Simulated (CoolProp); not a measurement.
Computed with CoolProp (reference Helmholtz-energy equation of state, Gao 2016).

Question: For sulfur dioxide, give the phase and the cp (kJ/(kg K)), cv (kJ/(kg K)), speed of sound (m/s), Joule-Thomson coefficient (K/MPa) at 342 K and 0.697 bar; 397.2 K and 350 bar.

Answer: 
- 342 K and 0.697 bar: gas; cp 0.657, cv 0.522, speed of sound 235, Joule-Thomson coefficient 24.4
- 397.2 K and 350 bar: liquid; cp 1.38, cv 0.763, speed of sound 733, Joule-Thomson coefficient -0.0554
